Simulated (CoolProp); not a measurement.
Properties of C3F8 (R218) at several states.

Values from CoolProp's reference Helmholtz-energy equation of state, Lemmon 2006. It is a short technical equation, of lower accuracy than the large ones.

| T (K) | p (MPa) | phase | cv (kJ/(kg K)) | Joule-Thomson coefficient (K/MPa) | fugacity coefficient |
|---|---|---|---|---|---|
| 243.8 | 0.146 | liquid | 0.6992 | -0.2383 | 0.9017 |
| 253.5 | 0.0643 | gas | 0.6765 | 23.31 | 0.9760 |
| 392.5 | 6.95 | supercritical | 0.9305 | 2.697 | 0.5413 |
